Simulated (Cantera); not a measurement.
Input (Python, Cantera) and output of one run.

```python
import numpy as np
import cantera as ct

gas_names = """
    O
""".split()
cond_names = """
    Ti2O3(a) Ti2O3(b) Ti2O3(L) Ti4O7(s) Ti4O7(L)
""".split()


# ... load() reads the species with a 1 bar reference pressure and builds the phases ...
species = {s.name: s for s in load("nasa_gas.yaml", gas_names) + load("nasa_condensed.yaml", cond_names)}
# Each term lists the table entries of one substance; the one whose range holds T is used.
reactions = {
    '2 Ti2O3 + O(g) = Ti4O7':
        [(-2, ['Ti2O3(a)', 'Ti2O3(b)', 'Ti2O3(L)']), (-1, ['O']), (1, ['Ti4O7(s)', 'Ti4O7(L)'])],
}


def pick(names, T):
    return next(species[n] for n in names if species[n].thermo.min_temp <= T <= species[n].thermo.max_temp)


results = []
for label, terms in reactions.items():
    print(label)
    print("     T/K   dH/kJ  dS/(J/K)   dG/kJ   log10 K")
    for T in [1200, 1400, 1600, 1800, 2000, 2200, 2400, 2600]:
        used = [(nu, pick(names, T)) for nu, names in terms]
        dH = sum(nu * s.thermo.h(T) for nu, s in used) / 1e6
        dS = sum(nu * s.thermo.s(T) for nu, s in used) / 1e3
        dG = dH - T * dS / 1e3
        logK = -dG * 1e6 / (ct.gas_constant * T * np.log(10))
        results.append((label, T, dH, dS, dG, logK, [s.name for _, s in used]))
        print(f"{T:8g} {dH:8.1f} {dS:8.1f} {dG:8.1f} {logK:8.2f}")
```

Result:

```
2 Ti2O3 + O(g) = Ti4O7
     T/K   dH/kJ  dS/(J/K)   dG/kJ   log10 K
    1200   -632.2   -148.9   -453.5    19.74
    1400   -635.3   -151.4   -423.5    15.80
    1600   -638.2   -153.2   -393.0    12.83
    1800   -640.6   -154.7   -362.2    10.51
    2000   -414.3    -38.7   -337.0     8.80
    2200   -616.1   -134.0   -321.2     7.63
    2400   -609.4   -131.1   -294.7     6.41
    2600   -602.6   -128.4   -268.7     5.40
```

Cantera with NASA thermochemical tables; ideal gases at 1 bar, condensed phases pure. Condensed species are held in their standard states even where they would react or evaporate.
